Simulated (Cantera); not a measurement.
Input: 1 mol CH2F2, 0.49 mol CH4.

Method: chemical equilibrium by Gibbs-energy minimisation in Cantera with the NASA 1993 tables (ideal gas, pure condensed phases). Candidate condensed phases: C, C6H6, C7H8, C8H18; 95 gas species. The numbers say what is thermodynamically allowed, not how fast it happens.

Task: What condenses at these points (T in K, P in Pa): (2825, 3700); (2525, 1); (3125, 720); (2750, 720); (2750, 1)?

Result: 
```csv
T (K),P in Pa,condensed phases,C condensed (%)
2825,3700,C,95.5
2525,1,C,12.0
3125,720,gas only,0.0
2750,720,C,95.8
2750,1,gas only,0.0
```
